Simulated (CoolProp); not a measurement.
C2F6 (R116) along the isotherm 280.4 K: density (kg/m³) from the reference equation and from simpler models built on Tc = 293.0 K, pc = 3.048 MPa, ω = 0.257; each cubic takes its own stable root.

Computed with CoolProp (reference Helmholtz-energy equation of state, Lemmon 2006). It is a short technical equation, of lower accuracy than the large ones.

```
p (MPa)   phase  reference  van der Waals  Redlich-Kwong  Soave-Redlich-Kwong  Peng-Robinson
-------  ------  ---------  -------------  -------------  -------------------  -------------
0.0482      gas      2.871          2.868          2.871                2.871          2.873
0.0727      gas      4.344          4.338          4.344                4.345          4.349
0.11        gas      6.605          6.591          6.605                6.607          6.616
0.165       gas      9.979          9.948          9.980                9.984          10.01
0.25        gas      15.30          15.22          15.30                15.31          15.36
0.377       gas      23.48              …          23.48                23.50          23.63
0.568       gas      36.41          35.97          36.39                36.45          36.74
0.857       gas      57.65          56.47              …                57.71          58.43
1.29        gas      94.66              …          94.05                94.61          96.53
1.95        gas      174.8          159.7          170.0                    …          179.2
2.94     liquid       1097          710.4          914.8                950.7           1067
4.44     liquid       1153          797.3           1015                 1038              …
6.7      liquid       1208          862.3           1102                    …           1252
10.1     liquid       1264          920.9           1186                 1199           1340
15.2     liquid       1324          976.8           1271                 1280              …
```

Question: What belongs in the gaps?

Answer: 
- 0.377, van der Waals: 23.30
- 0.857, Redlich-Kwong: 57.53
- 1.29, van der Waals: 91.14
- 1.95, Soave-Redlich-Kwong: 173.0
- 4.44, Peng-Robinson: 1163
- 6.7, Soave-Redlich-Kwong: 1118
- 15.2, Peng-Robinson: 1430
